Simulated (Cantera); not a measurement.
A freely propagating, adiabatic, planar premixed flame of CH4 : C2H6 : O2 : N2 = 1 : 0.097 : 3.16 : 8.85 (molar parts), equivalence ratio 0.74, unburnt at 400 K and 140000 Pa; mixture-averaged transport, grid criteria slope 0.08 and curve 0.16, no radiation.

Computed with Cantera and GRI-Mech 3.0 (53 species, 325 reactions). Burning velocities carry a grid error of a few per cent, more on coarse grids.

Task: What does this change do: inlet temperature 400 to 300 K?

Result: 
| quantity | before | after |
|---|---|---|
| laminar burning velocity | 66.3 cm/s | 41.1 cm/s |
| thermal thickness | 0.254 mm | 0.283 mm |
| peak x(CH2) | 3.19e-5 | 2.59e-5 |
